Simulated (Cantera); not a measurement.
What does this Cantera script print?

```python
import numpy as np
import cantera as ct

gas_names = """
    CL CL2 H HCL H2 N NH NH2 NH3 N2 N2H2 N2H4 Si SiCL SiCL2 SiCL3 SiCL4 SiH SiHCL3 SiH2 SiH2CL2 SiH3
    SiH3CL SiH4 SiN Si2 Si2N Si3
""".split()
cond_names = """
    NH4CL(a) NH4CL(b) Si(cr) Si(L) Si3N4(a)
""".split()


def load(file, names, dense=False):
    # The tables refer to 1 bar. Condensed volumes are neglected.
    table = {s.name: s for s in ct.Species.list_from_file(file)}
    out = []
    for n in names:
        d = dict(table[n].input_data)
        d["thermo"] = dict(d["thermo"], **{"reference-pressure": 1e5})
        if dense:
            d["equation-of-state"] = {"model": "constant-volume", "density": "1e6 g/cm^3"}
        out.append(ct.Species.from_dict(d))
    return out


gas = ct.Solution(thermo="ideal-gas", species=load("nasa_gas.yaml", gas_names))
cond = {s.name: ct.Solution(thermo="fixed-stoichiometry", species=[s], name=s.name)
        for s in load("nasa_condensed.yaml", cond_names, dense=True)}
atoms = {
    'Si': {'Si': 1},
    'HCl': {'H': 1, 'CL': 1},
    'N2': {'N': 2},
}
top_T = {'Si3N4(a)': 2400}  # K; cautious upper limits of use, not melting points


def equilibrate(T, P, feed):
    n = {}
    for name, mol in feed.items():
        for a, k in atoms[name].items():
            n[a] = n.get(a, 0.0) + k * mol
    gas.TPX = T, P, n
    mass = sum(n.values()) * gas.mean_molecular_weight
    gas.equilibrate("TP")
    valid = [c for c in cond.values() if c.min_temp <= T <= top_T.get(c.name, c.max_temp)]
    mix = ct.Mixture([(gas, mass / gas.mean_molecular_weight)] + [(c, 0.0) for c in valid])
    mix.T, mix.P = T, P
    mix.equilibrate("TP", solver="vcs", rtol=1e-11, max_steps=5000)
    return mix


results = []
T = 750  # K
P = 5200  # Pa
for m in [1.9, 3.2, 4.4, 5.7, 6.9, 8.2, 9.5, 11, 12, 13, 15, 16]:
    feed = {'Si': 1, 'HCl': m, 'N2': 8.3}  # mol
    mix = equilibrate(T, P, feed)
    results.append((T, P, feed, dict(zip(mix.species_names, mix.species_moles))))
    x = sorted(zip(gas.X, gas.species_names), reverse=True)
    print(f"T = {T:g} K  P = {P:g} Pa  n(HCl) = {m:g} mol  gas = {mix.phase_moles(0):.4g} mol")
    print("   x: " + "  ".join(f"{s} {v:.3e}" for v, s in x if v > 0.001))
    print("   condensed (mol): " + ("  ".join(f"{mix.phase(i).name} {mix.phase_moles(i):.4g}"
          for i in range(1, mix.n_phases) if mix.phase_moles(i) > 1e-12) or "none"))
```

Output:

```
T = 750 K  P = 5200 Pa  n(HCl) = 1.9 mol  gas = 9.456 mol
   x: N2 8.235e-01  HCL 1.031e-01  H2 4.888e-02  SiCL4 2.444e-02
   condensed (mol): Si3N4(a) 0.2563
T = 750 K  P = 5200 Pa  n(HCl) = 3.2 mol  gas = 10.69 mol
   x: N2 7.397e-01  HCL 1.436e-01  H2 7.781e-02  SiCL4 3.890e-02
   condensed (mol): Si3N4(a) 0.1946
T = 750 K  P = 5200 Pa  n(HCl) = 4.4 mol  gas = 11.84 mol
   x: N2 6.784e-01  HCL 1.712e-01  H2 1.003e-01  SiCL4 5.014e-02
   condensed (mol): Si3N4(a) 0.1355
T = 750 K  P = 5200 Pa  n(HCl) = 5.7 mol  gas = 13.07 mol
   x: N2 6.244e-01  HCL 1.943e-01  H2 1.209e-01  SiCL4 6.045e-02
   condensed (mol): Si3N4(a) 0.06989
T = 750 K  P = 5200 Pa  n(HCl) = 6.9 mol  gas = 14.21 mol
   x: N2 5.830e-01  HCL 2.112e-01  H2 1.372e-01  SiCL4 6.860e-02
   condensed (mol): Si3N4(a) 0.008322
T = 750 K  P = 5200 Pa  n(HCl) = 8.2 mol  gas = 15.5 mol
   x: N2 5.355e-01  HCL 2.710e-01  H2 1.290e-01  SiCL4 6.450e-02
   condensed (mol): none
T = 750 K  P = 5200 Pa  n(HCl) = 9.5 mol  gas = 16.8 mol
   x: N2 4.940e-01  HCL 3.274e-01  H2 1.190e-01  SiCL4 5.951e-02
   condensed (mol): none
T = 750 K  P = 5200 Pa  n(HCl) = 11 mol  gas = 18.3 mol
   x: N2 4.536e-01  HCL 3.825e-01  H2 1.093e-01  SiCL4 5.464e-02
   condensed (mol): none
T = 750 K  P = 5200 Pa  n(HCl) = 12 mol  gas = 19.3 mol
   x: N2 4.301e-01  HCL 4.145e-01  H2 1.036e-01  SiCL4 5.181e-02
   condensed (mol): none
T = 750 K  P = 5200 Pa  n(HCl) = 13 mol  gas = 20.3 mol
   x: HCL 4.434e-01  N2 4.089e-01  H2 9.851e-02  SiCL4 4.926e-02
   condensed (mol): none
T = 750 K  P = 5200 Pa  n(HCl) = 15 mol  gas = 22.3 mol
   x: HCL 4.933e-01  N2 3.722e-01  H2 8.968e-02  SiCL4 4.484e-02
   condensed (mol): none
T = 750 K  P = 5200 Pa  n(HCl) = 16 mol  gas = 23.3 mol
   x: HCL 5.150e-01  N2 3.562e-01  H2 8.583e-02  SiCL4 4.292e-02
   condensed (mol): none
```

Method: chemical equilibrium by Gibbs-energy minimisation in Cantera with the NASA 1993 tables (ideal gas, pure condensed phases). N2 is the only nitrogen source here; it is nearly inert below about 1500 K, so the nitride shown seldom forms there in practice.
